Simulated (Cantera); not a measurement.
An isothermal, constant-pressure homogeneous reactor starts with 37.0 % C2H6, 63.0 % N2, at 1725 K and 13300 Pa.

Cantera simulation using GRI-Mech 3.0 (53 species, 325 reactions); the numbers are that mechanism's predictions, not measurements. GRI-Mech 3.0 stops at C3 and has no aromatics, soot or wall deposition, so with more carbon than oxygen in the feed, carbon stays in small species such as C2H2 where larger ones or solid carbon would form.

x: mole fraction; the columns are a selection and need not sum to one.

```csv
t (s),x C2H6,x HCN,x H,x H2,x C2H2,x CH2,x CH4
0.000400,0.000880,7.09e-7,…,0.257,0.123,4.37e-6,0.116
0.00110,0.000140,7.02e-7,…,0.287,0.154,9.88e-7,0.109
0.00301,6.61e-5,6.92e-7,…,0.307,0.174,5.44e-7,0.103
0.00826,6.05e-5,6.99e-7,…,0.324,0.184,5.78e-7,0.0929
0.0227,3.92e-5,7.40e-7,…,0.346,0.191,5.03e-7,0.0727
0.0622,1.58e-5,8.45e-7,…,0.377,0.199,3.66e-7,0.0442
0.171,3.58e-6,1.06e-6,…,0.404,0.207,2.07e-7,0.0197
0.469,5.47e-7,1.36e-6,0.000322,0.417,0.210,8.97e-8,0.00724
1.29,1.06e-7,1.70e-6,0.000331,0.422,0.212,3.76e-8,0.00287
3.53,5.50e-8,2.20e-6,0.000333,0.423,0.212,2.40e-8,0.00181
9.68,5.25e-8,3.44e-6,0.000333,0.423,0.212,2.31e-8,0.00174
26.6,5.25e-8,7.40e-6,0.000333,0.423,0.212,2.31e-8,0.00174
72.9,5.25e-8,2.04e-5,0.000333,0.423,0.212,2.31e-8,0.00174
200,5.25e-8,5.92e-5,0.000333,0.423,0.212,2.31e-8,0.00174
```

Task: What belongs in the gaps?

Result: 
- 0.000400, x H: 0.000461
- 0.00110, x H: 0.000216
- 0.00301, x H: 0.000170
- 0.00826, x H: 0.000194
- 0.0227, x H: 0.000215
- 0.0622, x H: 0.000250
- 0.171, x H: 0.000293
